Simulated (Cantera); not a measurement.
A closed system holds: 1 mol Si₃N₄, 0.52 mol C, 0.094 mol H₂, held at 0.465 Torr.

These are equilibrium values from Cantera (NASA tables, ideal gas, pure condensed phases), not measurements of a reactor. Candidate condensed phases: C, C₆H₆, C₇H₈, C₈H₁₈, Si, SiC, Si₃N₄; 105 gas species. Mutual solubility and eutectic melting of coexisting phases are not modelled. The tables' values for SiN are old estimates; treat these amounts as uncertain. The numbers say what is thermodynamically allowed, not how fast it happens. All values below are at 2123 K.

Base state: N₂ 0.664, Si 0.274, H 0.0207, H₂ 0.0206, Si₂C 0.0122, Si₂ 0.00375, Si₂N 0.00129, SiN 0.00110 (mole fractions); condensed: Si(l) + SiC(s).

### Question
What changes in the equilibrium state with this change: pressure from 0.465 Torr to 750 Torr?

### Answer
```json
[
 {"species": "N₂", "before": "0.664", "after": "0.785"},
 {"species": "H₂", "before": "0.0206", "after": "0.212"},
 {"species": "H", "before": "0.0207", "after": "0.00165"},
 {"species": "Si", "before": "0.274", "after": "0.000165"},
 {"species": "Si₂C", "before": "0.0122", "after": "7.35e-6"},
 {"species": "Si₃", "before": "0.000759", "after": "4.29e-7"},
 {"species": "Si₂", "before": "0.00375", "after": "2.19e-6"},
 {"species": "SiC₂", "before": "0.000138", "after": "8.80e-8"},
 {"species": "Si₂N", "before": "0.00129", "after": "3.29e-5"},
 {"species": "SiN", "before": "0.00110", "after": "2.88e-5"},
 {"species": "Si(l), mol", "before": "1.58", "after": "0"},
 {"species": "SiC(s), mol", "before": "0.482", "after": "0.520"},
 {"species": "Si₃N₄(s), mol", "before": "0", "after": "0.827"}
]
```
Gases not in the tables: Si₂H₆ and higher silanes.
